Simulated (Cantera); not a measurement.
Feed: 1 mol FeS, 4.4 mol O2, 2.7 mol CO2, held at 1550 K and 225 Torr.

Method: chemical equilibrium by Gibbs-energy minimisation in Cantera with the NASA 1993 tables (ideal gas, pure condensed phases). Equilibrium is a limit: real reactors are often held back by kinetics, nucleation or transport.

```csv
species,before,after
CO2,0.426,0.660
CO,1.22e-5,0.224
SO2,0.156,0.0738
O2,0.417,2.97e-9
S2,<1e-9,0.0373
COS,<1e-9,0.00228
S2O,<1e-9,0.000844
S,<1e-9,2.52e-5
SO3,0.00161,6.43e-8
SO,3.38e-7,0.00190
"Fe2O3(s), mol",0.500,0
"FeO(s), mol",0,0.470
"FeS(l), mol",0,0.530
```
Gas species are given as mole fractions.

What was changed between the two runs?
A. O2 from 4.4 to 0.12 mol
B. temperature from 1550 K to 850 K
C. CO2 from 2.7 to 0.034 mol
D. temperature from 1550 K to 1300 K

A, O2 from 4.4 to 0.12 mol. Metal and sulfide melt together well below either melting point, which pure phases cannot show. Mutual solubility and eutectic melting of coexisting phases are not modelled. The tables' stoichiometric FeO is somewhat more stable than real wüstite, so its field is too wide. FeO, FeS: taken at fixed stoichiometry
